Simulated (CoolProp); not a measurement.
Dodecamethylcyclohexasiloxane (D6) along the isobar 0.645 MPa: Z from the reference equation and from simpler models built on Tc = 372.6 °C, pc = 0.9614 MPa, ω = 0.736; each cubic takes its own stable root.

Model: reference Helmholtz-energy equation of state, Colonna 2008, in CoolProp. It is a short technical equation, of lower accuracy than the large ones.

```tsv
T (°C)	phase	reference	Soave-Redlich-Kwong	Peng-Robinson
233.25	liquid	0.09374	0.1006	0.08909
244.55	liquid	0.09372	0.1006	0.08905
255.95	liquid	0.09389	0.1009	0.08925
267.35	liquid	0.09427	0.1015	0.08975
278.65	liquid	0.09490	0.1025	0.09059
290.05	liquid	0.09585	0.1039	0.09187
301.45	liquid	0.09720	0.1060	0.09371
312.75	liquid	0.09910	0.1089	0.09633
324.15	liquid	0.1018	0.1131	0.1002
335.45	liquid	0.1058	0.1196	0.1060
```
